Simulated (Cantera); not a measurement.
A perfectly stirred reactor is fed with 3.21 % H₂, 6.05 % O₂, 90.7 % N₂, equivalence ratio 0.27, at 82.5 Torr; it is held at 1375 K, and followed from long to short residence time.

Cantera simulation using the H2/O2 subset of GRI-Mech 3.0, which has no nitrogen chemistry; the numbers are that mechanism's predictions, not measurements.

Task: Predict: x(H₂) at τ = 2.00 s; x(O₂) at τ = 2.00 s; x(H) at τ = 2.00 s; x(OH) at τ = 2.00 s; x(HO₂) at τ = 2.00 s; x(H₂) at τ = 89.0 ms; x(O₂) at τ = 89.0 ms; x(H) at τ = 89.0 ms; x(OH) at τ = 89.0 ms; x(HO₂) at τ = 89.0 ms.

Result: 
```json
{
 "x(H₂) at τ = 2.00 s": "7.77e-5",
 "x(O₂) at τ = 2.00 s": "0.0450",
 "x(H) at τ = 2.00 s": "3.82e-5",
 "x(OH) at τ = 2.00 s": "0.000342",
 "x(HO₂) at τ = 2.00 s": "4.95e-7",
 "x(H₂) at τ = 89.0 ms": "0.000557",
 "x(O₂) at τ = 89.0 ms": "0.0447",
 "x(H) at τ = 89.0 ms": "0.000776",
 "x(OH) at τ = 89.0 ms": "0.000927",
 "x(HO₂) at τ = 89.0 ms": "1.23e-6"
}
```
